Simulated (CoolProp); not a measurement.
CH3F (R41) along the isobar 7.05 MPa: Z from the reference equation and from simpler models built on Tc = 44.1 °C, pc = 5.906 MPa, ω = 0.200; each cubic takes its own stable root.

Values from CoolProp's reference Helmholtz-energy equation of state, Lemmon 2006. It is a short technical equation, of lower accuracy than the large ones.

```csv
T (°C),phase,reference,van der Waals,Redlich-Kwong,Soave-Redlich-Kwong,Peng-Robinson
37.55,liquid,0.1698,0.2923,0.2360,0.2325,0.2086
46.35,supercritical,…,0.3125,0.2685,0.2711,0.2465
55.15,supercritical,0.3564,0.3638,0.3829,0.4215,0.3959
63.95,supercritical,0.4964,0.4945,0.5198,0.5505,0.5206
72.75,supercritical,0.5727,0.5762,0.5924,0.6220,…
81.55,supercritical,0.6269,0.6285,0.6431,0.6732,0.6426
90.35,supercritical,0.6692,0.6677,0.6824,0.7133,0.6830
99.15,supercritical,0.7037,0.6992,0.7145,0.7461,0.7162
107.85,supercritical,0.7324,0.7252,0.7411,0.7735,0.7441
116.65,supercritical,0.7573,0.7477,0.7643,0.7973,0.7684
125.45,supercritical,0.7789,0.7673,0.7845,0.8180,0.7896
134.25,supercritical,0.7978,0.7846,0.8022,0.8361,0.8084
143.05,supercritical,0.8146,0.7999,0.8180,0.8523,0.8251
151.85,supercritical,0.8296,0.8137,0.8320,0.8666,…
```

Task: Some entries are withheld; supply them.

Result: 
- 46.35, reference: 0.1927
- 72.75, Peng-Robinson: 0.5915
- 151.85, Peng-Robinson: 0.8400
